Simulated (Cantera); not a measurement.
A closed system holds: 1 mol Fe3O4, 0.54 mol CH4, 13 mol N2, equilibrated at 11.0 mbar.

Equilibrium computed with Cantera from the NASA thermochemical tables; the gas is ideal and each condensed phase is pure. Candidate condensed phases: C, C6H6, C7H8, C8H18, Fe, Fe(CO)5, FeO, Fe(OH)2, Fe(OH)3, Fe2O3, Fe3O4, H2O; 140 gas species. The tables' stoichiometric FeO is somewhat more stable than real wüstite, so its field is too wide. FeO: taken at fixed stoichiometry. Kinetics and transport are ignored. All values below are at 1998 K.

Base state: N2 0.875, H2O 0.0373, H2 0.0338, CO 0.0293, Fe 0.0138, CO2 0.00706, H 0.00281, OH 0.000309 (mole fractions); condensed: FeO(l).

What changes in the equilibrium state with this change: CH4 from 0.54 to 0.31 mol?


| species | before | after |
|---|---|---|
| N2 | 0.875 | 0.929 |
| H2O | 0.0373 | 0.0373 |
| CO2 | 0.00706 | 0.0127 |
| H2 | 0.0338 | 0.00603 |
| CO | 0.0293 | 0.00942 |
| Fe | 0.0138 | 0.00246 |
| O2 | 8.92e-6 | 0.000282 |
| NO | 5.23e-5 | 0.000303 |
| O | 1.88e-5 | 0.000105 |
| OH | 0.000309 | 0.000732 |
| FeO(l), mol | 2.79 | 2.96 |
